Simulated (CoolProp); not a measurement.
Model: reference Helmholtz-energy equation of state, Lemmon 2006, in CoolProp. It is a short technical equation, of lower accuracy than the large ones.

### Question
Give the vapour pressure (kPa), enthalpy of vaporisation (kJ/kg), surface tension (mN/m), liquid viscosity (µPa s) of saturated n-nonane at 529.3, 560.2 K.

### Answer
```csv
T (K),p (kPa),enthalpy of vaporisation (kJ/kg),surface tension (mN/m),liquid viscosity (µPa s)
529.3,878,198,3.31,92.5
560.2,1410,152,1.47,67.1
```

Viscosity comes from a separate model (Huber 2004). Surface tension comes from a separate correlation (Mulero 2012).
